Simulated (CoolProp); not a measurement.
Vapour-liquid equilibrium of isobutene (1) + n-butane (2) at -12.95 °C; x and y are mole fractions of (1).

Computed with CoolProp (multi-fluid Helmholtz-energy mixture model, Lemmon 2005 and Bücker 2006; pair parameters Bell 2016).

| x | bubble pressure, mixture model (kPa) | bubble pressure, Raoult's law (kPa) | y, mixture model | y, Raoult's law |
|---|---|---|---|---|
| 0.05 | 62.68 | 62.41 | 0.067 | 0.064 |
| 0.2 | [?] | 65.16 | 0.250 | 0.245 |
| 0.35 | [?] | 67.90 | 0.412 | 0.411 |
| 0.5 | 71.68 | 70.65 | 0.561 | 0.565 |
| 0.65 | 74.24 | 73.39 | 0.700 | 0.707 |
| 0.8 | [?] | 76.14 | 0.832 | 0.838 |
| 0.95 | 79.03 | 78.88 | 0.959 | 0.961 |

Problem. Complete the blanks.

Solution. 
- 0.2, bubble pressure, mixture model (kPa): 65.97
- 0.35, bubble pressure, mixture model (kPa): 68.94
- 0.8, bubble pressure, mixture model (kPa): 76.68

The largest gap from Raoult's law is +1.5 % in bubble pressure, at x = 0.35. No azeotrope shows between x = 0.05 and 0.95.

The pair parameters rest on a limited set of measurements; away from them the model extrapolates.
